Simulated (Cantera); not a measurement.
**Transport properties of process gases**

Gas mixture: 54.5 % N2, 45.5 % NO, at 0.000168 atm, frozen composition.

Cantera's kinetic-theory transport with the Lennard-Jones parameters of GRI-Mech 3.0, ideal gas; thermal conductivity in the multicomponent form.

| T (K) | ρ (kg/m³) | cp (J/kg/K) | μ (µPa s) | λ (mW/m/K) | Pr | D (cm²/s) CH4 | D (cm²/s) N2 | D (cm²/s) C2H2 |
|---|---|---|---|---|---|---|---|---|
| 400 | 0.000148 | 1024 | 22.7 | 32.7 | 0.710 | 2210 | 2020 | 1660 |
| 500 | 0.000118 | 1038 | 26.5 | 38.9 | 0.708 | 3260 | 2960 | 2460 |
| 600 | 9.85e-5 | 1058 | 30.1 | 45.0 | 0.707 | 4450 | 4030 | 3370 |
| 700 | 8.45e-5 | 1082 | 33.3 | 51.0 | 0.707 | 5790 | 5230 | 4400 |
| 800 | 7.39e-5 | 1107 | 36.4 | 57.1 | 0.707 | 7250 | 6540 | 5520 |
| 900 | 6.57e-5 | 1131 | 39.4 | 63.0 | 0.707 | 8830 | 7970 | 6730 |
D: mixture-averaged diffusion coefficient of that species in the mixture.
